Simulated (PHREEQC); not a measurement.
A solution holds 3.7 mmol/kgw HCl, 19 mmol/kgw CuSO4 and 20 mmol/kgw MnSO4, at 25 °C. Closed to the air; pH follows from the charge balance.

Computed with PHREEQC (ion-association model, phreeqc.dat).

No solid was allowed to form.

Question: Order these Mn species by the share of Mn that they hold, largest first: MnCl+, MnSO4, Mn+2.

Answer: Mn+2 (63 %), MnSO4 (37 %), MnCl+ (0.36 %)

The pH is 2.78 and the ionic strength 0.0957 mol/kgw. Complexes and solids missing from the database can't appear.
